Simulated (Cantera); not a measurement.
Charge: 1 mol Si₃N₄, 2 mol CO₂, 32 mol H₂, equilibrated at 0.0450 Torr.

These are equilibrium values from Cantera (NASA tables, ideal gas, pure condensed phases), not measurements of a reactor. Candidate condensed phases: C, C₆H₆, C₇H₈, C₈H₁₈, H₂O, Si, SiC, SiO₂, Si₂N₂O, Si₃N₄; 151 gas species. Mutual solubility and eutectic melting of coexisting phases are not modelled. The tables hold silica as quartz up to 1696 K and as liquid above; real silica turns to tridymite and cristobalite and melts near 1996 K. Rates play no part.

Task: Which condensed phases are stable at each of these points (T (K)): 923, 1023, 1123, 1223, 1323, 1423, 1523, 1623, 1723?

Result: 
| T (K) | condensed phases | Si condensed (%) |
|---|---|---|
| 923 | C(graphite) + SiO₂(β-quartz) + Si₂N₂O(s) | 100.0 |
| 1023 | SiO₂(β-quartz) + Si₂N₂O(s) | 100.0 |
| 1123 | SiO₂(β-quartz) + Si₂N₂O(s) | 100.0 |
| 1223 | SiO₂(β-quartz) + Si₂N₂O(s) | 99.6 |
| 1323 | SiO₂(β-quartz) + Si₂N₂O(s) | 82.4 |
| 1423 | SiC(s) + Si₂N₂O(s) | 37.5 |
| 1523 | SiC(s) | 16.6 |
| 1623 | SiC(s) | 16.2 |
| 1723 | SiC(s) | 13.3 |

At 923 K the condensed part is C(graphite) + SiO₂(β-quartz) + Si₂N₂O(s). From 1023 K to 1323 K the condensed part is SiO₂(β-quartz) + Si₂N₂O(s). At 1423 K the condensed part is SiC(s) + Si₂N₂O(s). From 1523 K to 1723 K the condensed part is SiC(s).
